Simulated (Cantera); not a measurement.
Mixture: CH4 : O2 : N2 = 1 : 1.25 : 4 (molar parts), equivalence ratio 1.6, at 2030 Torr, adiabatic and at constant pressure. Ignition delay is the time to a rise of 400 K.

Detailed kinetics in Cantera: GRI-Mech 3.0 (53 species, 325 reactions).

Question: What does this change do: constant volume in place of constant pressure?

Answer: 
```
quantity                                                before       after
--------------------------------------------------  ----------  ----------
delay at 1273 K                                        8.01 ms     7.47 ms
delay at 1373 K                                        2.39 ms     2.21 ms
delay at 1473 K                                       0.786 ms    0.726 ms
delay at 1573 K                                       0.287 ms    0.265 ms
delay at 1673 K                                       0.118 ms    0.109 ms
delay at 1773 K                                        54.6 µs     50.3 µs
apparent activation energy between 1573 and 1773 K  190 kJ/mol  190 kJ/mol
```
